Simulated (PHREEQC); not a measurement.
Make-up at 25 °C: 0.19 mol/kgw TMAH, 3.1e-05 mol/kgw Na2SiO3 and 0.25 mol/kgw (CH3)4NCl. Closed to the air; pH follows from the charge balance.

Equilibrium calculation in PHREEQC: ion-association model, wateq4f.dat.

The ionic strength comes out as 0.440 mol/kgw. What activity coefficients do Na+, Cl-, H3SiO4-, H2SiO4-2, OH- get?

Na+ 0.71, Cl- 0.65, H3SiO4- 0.66, H2SiO4-2 0.24, OH- 0.64.

No solid was allowed to form. (CH3)4N+ isn't in the database: it is added as a free cation with an ion size of 4 Å.
